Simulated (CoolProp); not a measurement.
Saturated liquid density (kg/m³) of CF4 (R14): the reference equation beside estimates from Tc = 227.4 K, pc = 3762 kPa, ω = 0.178.

Values from CoolProp's reference Helmholtz-energy equation of state, Platzer 1990. This equation is an older, rougher fit; its heat capacities, sound speeds and derivatives of the liquid may be far off and weren't checked against measurements.

| T (K) | reference | van der Waals | Peng-Robinson |
|---|---|---|---|
| 166.8 | 1481 | 969.4 | 1627 |
| 169.8 | 1462 | 957.0 | 1603 |
| 172.8 | 1444 | 944.1 | 1578 |
| 175.8 | 1425 | 930.9 | 1552 |
| 178.7 | 1405 | 917.7 | 1525 |
| 181.7 | 1385 | 903.6 | 1497 |
| 184.7 | 1364 | 889.0 | 1467 |
| 187.7 | 1342 | 873.9 | 1436 |
| 190.6 | 1321 | 858.6 | 1405 |
| 193.6 | 1297 | 842.2 | 1370 |
| 196.6 | 1273 | 825.0 | 1334 |
| 199.6 | 1247 | 806.9 | 1295 |
| 202.5 | 1220 | 788.4 | 1256 |

Absolute difference from the reference over all 13 rows, mean and median: van der Waals 34.9 and 34.8 %, Peng-Robinson 7.1 and 7.6 %.
